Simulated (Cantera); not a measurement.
An isothermal, constant-pressure homogeneous reactor starts with CO : O₂ : H₂O : N₂ = 0.0072 : 0.0062 : 0.0016 : 1 (molar parts), equivalence ratio 0.58, at 975 K and 0.132 atm. Integrator tolerance rtol = 1e-08.

Computed with Cantera and GRI-Mech 3.0 (53 species, 325 reactions).

What does this change do: 0.015 parts H2 added?


```json
[
 {"quantity": "x(CO) at 70.0 s", "before": "9.97e-8 (gas-phase equilibrium 9.86e-12)", "after": "0.00277 (gas-phase equilibrium 0.00235)"},
 {"quantity": "x(O₂) at 70.0 s", "before": "0.00257 (gas-phase equilibrium 0.00257)", "after": "<1e-12 (gas-phase equilibrium <1e-12)"},
 {"quantity": "x(H₂O) at 70.0 s", "before": "0.00158 (gas-phase equilibrium 0.00158)", "after": "0.00941 (gas-phase equilibrium 0.00899)"},
 {"quantity": "x(N₂O) at 70.0 s", "before": "7.30e-8 (gas-phase equilibrium 1.01e-10)", "after": "1.02e-9 (gas-phase equilibrium <1e-12)"},
 {"quantity": "x(CO₂) at 70.0 s", "before": "0.00712 (gas-phase equilibrium 0.00712)", "after": "0.00426 (gas-phase equilibrium 0.00468)"},
 {"quantity": "x(OH) at 70.0 s", "before": "9.73e-8 (gas-phase equilibrium 4.84e-9)", "after": "3.18e-9 (gas-phase equilibrium <1e-12)"},
 {"quantity": "x(O) at 70.0 s", "before": "4.28e-9 (gas-phase equilibrium 1.01e-11)", "after": "<1e-12 (gas-phase equilibrium <1e-12)"}
]
```
Radical loss at walls, strong at low pressure, is not modelled.
